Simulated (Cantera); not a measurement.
A perfectly stirred reactor is fed with CH₄ : O₂ : N₂ = 1 : 1.82 : 6.84 (molar parts), at 3750 Torr; it is adiabatic with a 300 K inlet, and is followed from long to short residence time, starting on the burning branch (τ in s: 0.059, 0.032, 0.018, 0.0097, 0.0053, 0.0029, 0.0016, 0.00086, 0.00047, 0.00026, 0.00014, 7.7e-05).

Detailed kinetics in Cantera: GRI-Mech 3.0 (53 species, 325 reactions).

**Question.** Predict: blow-out, bracketed by the residence times tried; x(CH₄) at τ = 59.0 ms; x(O₂) at τ = 59.0 ms; x(HCO) at τ = 59.0 ms; x(OH) at τ = 59.0 ms; x(CH₂O) at τ = 59.0 ms; x(CH₄) at τ = 1.60 ms; x(O₂) at τ = 1.60 ms; x(HCO) at τ = 1.60 ms; x(OH) at τ = 1.60 ms; x(CH₂O) at τ = 1.60 ms.

**Answer.** 
| Property | Result |
|---|---|
| blow-out, bracketed by the residence times tried | burning at 77.0 µs, the shortest tried |
| x(CH₄) at τ = 59.0 ms | 1.00e-5 |
| x(O₂) at τ = 59.0 ms | 0.000260 |
| x(HCO) at τ = 59.0 ms | 2.58e-8 |
| x(OH) at τ = 59.0 ms | 0.00103 |
| x(CH₂O) at τ = 59.0 ms | 7.86e-7 |
| x(CH₄) at τ = 1.60 ms | 7.12e-5 |
| x(O₂) at τ = 1.60 ms | 0.00218 |
| x(HCO) at τ = 1.60 ms | 4.72e-7 |
| x(OH) at τ = 1.60 ms | 0.00267 |
| x(CH₂O) at τ = 1.60 ms | 8.78e-6 |
